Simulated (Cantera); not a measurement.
Source: NASA polynomial tables (part measured, part estimated), evaluated in Cantera. Values are per mole of reaction as written; species without (g) are pure solids or liquids, kept so even where they would boil at 1 bar.

**Question.** Between 748 and 1098 K, where is each reaction favourable under standard conditions?
- Na2CO3 ⇌ CO(g) + 2 Na(g) + O2(g)
- O(g) + CO2(g) + 2 Na ⇌ Na2CO3

**Answer.** 
- Na2CO3 ⇌ CO(g) + 2 Na(g) + O2(g): ΔG° is 814 kJ at 748 K and 631 kJ at 1098 K; it stays positive (K < 1). ΔH° is 1193 kJ and ΔS° 512 J/K at 1098 K.
- O(g) + CO2(g) + 2 Na ⇌ Na2CO3: ΔG° is -729 kJ at 748 K and -614 kJ at 1098 K; it stays negative (K > 1). ΔH° is -969 kJ and ΔS° -323 J/K at 1098 K.
